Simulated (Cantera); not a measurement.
Cantera run, input and output.

```python
import numpy as np
import cantera as ct

gas = ct.Solution("gri30.yaml")
gas.TPX = 775, 140000, {'CO': 1, 'H2': 0.25, 'CH4': 0.057, 'O2': 1.64, 'N2': 6.17}
inlet = ct.Reservoir(gas, clone=True)
gas.equilibrate("HP")  # start burning
reactor = ct.IdealGasConstPressureReactor(gas, energy="on", clone=False)
exhaust = ct.Reservoir(gas, clone=True)
tau = [0.25, 0.061, 0.015, 0.0037, 0.0009, 0.00022, 5.4e-05, 1.3e-05, 3.2e-06][0]
for a, b in ((inlet, reactor), (reactor, exhaust)):
    ct.MassFlowController(a, b, mdot=lambda t: reactor.mass / tau)
net = ct.ReactorNet([reactor])
show = ['CO', 'H2', 'CH4', 'O2', 'NO2']

rows = []
print(f"{'tau/s':>10s}{'T/K':>9s}" + "".join(f"{s:>11s}" for s in show))
for tau in [0.25, 0.061, 0.015, 0.0037, 0.0009, 0.00022, 5.4e-05, 1.3e-05, 3.2e-06]:
    net.initial_time = 0.0
    net.advance(30 * tau)
    before = gas.X
    net.advance(40 * tau)
    drift = np.max(np.abs(gas.X - before) / (gas.X + 1e-9))
    rows.append([gas.T, *gas[show].X, drift])
    print(f"{tau:10.3e}{gas.T:9.1f}" + "".join(f"{x:11.3e}" for x in gas[show].X))
```

Output:

```
     tau/s      T/K         CO         H2        CH4         O2        NO2
 2.500e-01   1981.3  7.013e-04  4.732e-05  2.512e-07  1.057e-01  7.418e-07
 6.100e-02   1972.7  1.448e-03  9.297e-05  6.820e-07  1.059e-01  3.865e-07
 1.500e-02   1950.4  3.358e-03  2.123e-04  1.627e-06  1.063e-01  2.049e-07
 3.700e-03   1902.0  7.567e-03  4.762e-04  3.856e-06  1.073e-01  8.568e-08
 9.000e-04   1807.4  1.585e-02  9.703e-04  1.026e-05  1.096e-01  3.536e-08
 2.200e-04   1635.1  3.283e-02  1.713e-03  3.811e-05  1.162e-01  1.756e-08
 5.400e-05    775.0  1.097e-01  2.742e-02  6.252e-03  1.799e-01  2.559e-20
 1.300e-05    775.0  1.097e-01  2.742e-02  6.252e-03  1.799e-01  1.920e-24
 3.200e-06    775.0  1.097e-01  2.742e-02  6.252e-03  1.799e-01 -3.443e-28
```

Model: GRI-Mech 3.0 (53 species, 325 reactions), integrated in Cantera.
